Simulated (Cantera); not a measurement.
A perfectly stirred reactor is fed with H2 : O2 : N2 = 0.049 : 1 : 0.26 (molar parts), equivalence ratio 0.025, at 20.0 Torr; it is held at 1200 K, and followed from long to short residence time.

Detailed kinetics in Cantera: the H2/O2 subset of GRI-Mech 3.0, which has no nitrogen chemistry. Radical loss at walls, strong at low pressure, is not modelled. The temperature is held fixed by assumption; the heat of reaction is taken as removed at once.

One state of this run: x H2 = 0.00126; x O2 = 0.746; x O = 0.0129; x H = 0.00261; x H2O = 0.0340; x HO2 = 4.70e-6. x: mole fraction; the columns are a selection and need not sum to one.

Q: Which value of τ (s) does it belong to?
A. 0.14
B. 0.013
C. 0.23
D. 0.020

A: B, 0.013
